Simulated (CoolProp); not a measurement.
20 sccm (0 °C, 1 atm) of nitrogen bubbles through liquid n-pentane at 289.7 K and leaves saturated at a total pressure of 0.0933 MPa (ideal gas phase). Each further row changes one setting.

Model: reference Helmholtz-energy equation of state, Thol 2019, in CoolProp.

| case | vapour pressure (kPa) | mole fraction of vapour | delivery (mg/min) | delivery (sccm) | change of delivery for a bath 1 K warmer (%) |
|---|---|---|---|---|---|
| as stated | 49.4 | 0.530 | 72.5 | 22.5 | 9.0 |
| bath temperature 294.7 K | 60.0 | 0.643 | 116 | 36.1 | 12 |
| total pressure 0.187 MPa | 49.4 | 0.264 | 23.1 | 7.18 | 5.6 |
